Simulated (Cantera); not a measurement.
Feed: 1 mol V2O3, 4.5 mol H2, 22 mol N2, at 1475 °C and 76.0 Pa.

Cantera equilibrium calculation (NASA polynomials, part measured and part estimated; ideal gas, pure solids and liquids). Candidate condensed phases: H2O, V, VN, VO, V2O3, V2O4, V2O5; 28 gas species. Mutual solubility and eutectic melting of coexisting phases are not modelled. VO: taken at fixed stoichiometry. Condensed phases not in the tables: the oxides between V2O3 and V2O5 other than VO2. Equilibrium is a limit: real reactors are often held back by kinetics, nucleation or transport.

Base state: N2 0.829, H2 0.166, H 0.00337, H2O 0.00197, VO2 0.000197, VO 2.84e-5 (mole fractions); condensed: VO(s) + V2O3(s).

Task: What changes in the equilibrium state with this change: temperature from 1475 °C to 1225 °C?

Result: 
```
species         before     after
------------  --------  --------
N2               0.829     0.830
H2               0.166     0.169
H2O            0.00197  0.000610
H              0.00337  0.000256
VO2           0.000197   4.81e-7
VO             2.84e-5   6.61e-8
VO(s), mol       0.109    0.0324
V2O3(s), mol     0.942     0.984
```
